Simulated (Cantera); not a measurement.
An isothermal, constant-pressure homogeneous reactor starts with 0.763 % NH₃, 99.2 % N₂, at 1375 K and 100000 Pa.

Detailed kinetics in Cantera: the gas-phase N/H chemistry of the illustrative SiF4/NH3 mechanism in the Surface Chemkin manual (1991). Walls and surfaces, which speed up NH3 decomposition in real reactors, are not modelled.

**Question.** Predict: x(NH₃) at 100 s; x(H₂) at 100 s; x(NH) at 100 s; x(H) at 100 s.

**Answer.** 
```
Item                                              Result
---------------  ---------------------------------------
x(NH₃) at 100 s  0.00580 (gas-phase equilibrium 1.11e-7)
x(H₂) at 100 s    0.00274 (gas-phase equilibrium 0.0114)
x(NH) at 100 s    5.59e-9 (gas-phase equilibrium <1e-12)
x(H) at 100 s    1.70e-7 (gas-phase equilibrium 3.68e-7)
```
